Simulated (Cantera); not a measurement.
Charge: 1 mol CF4, 0.044 mol H2, held at 1475 K and 0.590 bar.

Method: chemical equilibrium by Gibbs-energy minimisation in Cantera with the NASA 1993 tables (ideal gas, pure condensed phases). Gases not in the tables: C2F6 and larger saturated fluorocarbons. Kinetics and transport are ignored.

```csv
species,before,after
CF4,0.917,0.909
HF,0.0825,0.0821
CF2,3.65e-5,0.00527
F,1.86e-6,0.00325
CF3,2.46e-5,0.000295
"C(graphite), mol",0.0220,0.0200
```
Gas species are given as mole fractions.

### Question
Name the change that produced these shifts.
(A) pressure from 0.590 bar to 2.80 Pa
(B) temperature from 1475 K to 3123.15 K
(C) CF4 replaced by CH2F2
(D) H2 from 0.044 to 3.4 mol

### Answer
A, pressure from 0.590 bar to 2.80 Pa
